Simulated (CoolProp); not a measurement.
A single-stage vapour-compression cycle with R227EA: evaporating at 277.15 K (dew point), condensing at 319.15 K (bubble point), superheat 8 K, subcooling 0 K, compressor efficiency 0.65, no pressure losses. Each further row changes one setting.

The numbers come from the reference Helmholtz-energy equation of state, Lemmon 2016 in CoolProp.

| case | cooling COP | pressure ratio | discharge temperature (K) | refrigerating effect (kJ/kg) | volumetric capacity (kJ/m³) |
|---|---|---|---|---|---|
| as stated | 3.14 | 3.65 | 325.3 | 79.3 | 1390 |
| evaporating temperature 282.15 K | 3.78 | 3.06 | 325.2 | 82.6 | 1720 |
| condensing temperature 314.15 K | (withheld) | 3.19 | 320.8 | 85.6 | 1500 |
| subcooling 5 K | (withheld) | 3.65 | 325.3 | 85.6 | 1500 |
| superheat 18 K | 3.29 | 3.65 | (withheld) | 87.6 | 1470 |
| compressor efficiency 0.55 | (withheld) | 3.65 | (withheld) | 79.3 | 1390 |

**Question.** Complete the blanks.

**Answer.** 
- condensing temperature 314.15 K, cooling COP: 3.77
- subcooling 5 K, cooling COP: 3.39
- superheat 18 K, discharge temperature (K): 335.2
- compressor efficiency 0.55, cooling COP: 2.66
- compressor efficiency 0.55, discharge temperature (K): 329.9
